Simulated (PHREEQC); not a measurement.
Dissolve 0.019 mol/kgw HF, 0.058 mol/kgw NH4HF2, 0.00043 mol/kgw H2SiF6 and 7.9e-05 mol/kgw H2SO4 at 20 °C. Closed to the air; pH follows from the charge balance.

Model: ion-association model, phreeqc.dat, run in PHREEQC.

### Question
The ionic strength comes out as 0.0600 mol/kgw. What activity coefficients do NH4+, NH4SO4-, SiF6-2, SO4-2, H+ get?

### Answer
NH4+ 0.79, NH4SO4- 0.81, SiF6-2 0.44, SO4-2 0.44, H+ 0.85.

Precipitation was switched off in this run. SiF6-2 is the database's only silicon fluoride.
